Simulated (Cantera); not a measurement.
## Gas-phase reforming

A perfectly stirred reactor is fed with CH4 : H2O : H2 = 1 : 0.97 : 0.1 (molar parts), at 1.30 bar; it is held at 1650 K, and followed from long to short residence time.

Model: GRI-Mech 3.0 (53 species, 325 reactions), integrated in Cantera.

```json
[
 {"τ (s)": "1.6", "x CH4": "0.0532", "x H2O": "0.174", "x H2": "0.589", "x C2H": "2.90e-8", "x C2H6": "1.89e-5", "x CH2O": "3.15e-7", "x OH": "7.90e-7"},
 {"τ (s)": "0.86", "x CH4": "0.0646", "x H2O": "0.210", "x H2": "0.553", "x C2H": "3.48e-8", "x C2H6": "2.74e-5", "x CH2O": "4.70e-7", "x OH": "9.70e-7"},
 {"τ (s)": "0.45", "x CH4": "0.0806", "x H2O": "0.250", "x H2": "0.511", "x C2H": "4.02e-8", "x C2H6": "4.22e-5", "x CH2O": "7.30e-7", "x OH": "1.16e-6"},
 {"τ (s)": "0.24", "x CH4": "0.102", "x H2O": "0.286", "x H2": "0.468", "x C2H": "4.36e-8", "x C2H6": "6.73e-5", "x CH2O": "1.12e-6", "x OH": "1.35e-6"},
 {"τ (s)": "0.12", "x CH4": "0.134", "x H2O": "0.322", "x H2": "0.417", "x C2H": "4.43e-8", "x C2H6": "0.000117", "x CH2O": "1.76e-6", "x OH": "1.52e-6"},
 {"τ (s)": "0.065", "x CH4": "0.170", "x H2O": "0.350", "x H2": "0.369", "x C2H": "4.21e-8", "x C2H6": "0.000195", "x CH2O": "2.56e-6", "x OH": "1.65e-6"},
 {"τ (s)": "0.034", "x CH4": "0.217", "x H2O": "0.375", "x H2": "0.315", "x C2H": "3.71e-8", "x C2H6": "0.000328", "x CH2O": "3.74e-6", "x OH": "1.78e-6"},
 {"τ (s)": "0.018", "x CH4": "0.268", "x H2O": "0.397", "x H2": "0.260", "x C2H": "3.05e-8", "x C2H6": "0.000527", "x CH2O": "5.29e-6", "x OH": "1.91e-6"},
 {"τ (s)": "0.0093", "x CH4": "0.322", "x H2O": "0.418", "x H2": "0.203", "x C2H": "2.26e-8", "x C2H6": "0.000815", "x CH2O": "7.27e-6", "x OH": "2.05e-6"}
]
```
x: mole fraction; the columns are a selection and need not sum to one.
